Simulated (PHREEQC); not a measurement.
0.027 g of hydrous ferric oxide (600 m²/g; 0.2 weak and 0.005 strong sites per Fe, Dzombak-Morel constants, diffuse double layer) in 1 kg of water with 0.005 mol/kgw of an inert sodium salt and 1e-06 mol/kgw NaF, at 25 °C; the pH is set by adding NaOH or the inert anion's acid. O2 is buffered at 0.21 atm. CO2 from the air is kept out. Nothing may precipitate in this run.

The series has 13 steps of pH, from 3 to 9.

The numbers come from PHREEQC with the ion-association model, wateq4f.dat.

Q: Near which pH is half of the F sorbed, and on which side is more sorbed?

A: Near pH 4.9, with more sorbed at lower pH.

Species that the database lacks are ignored. The oxide is taken as insoluble; below pH 4 it would dissolve.
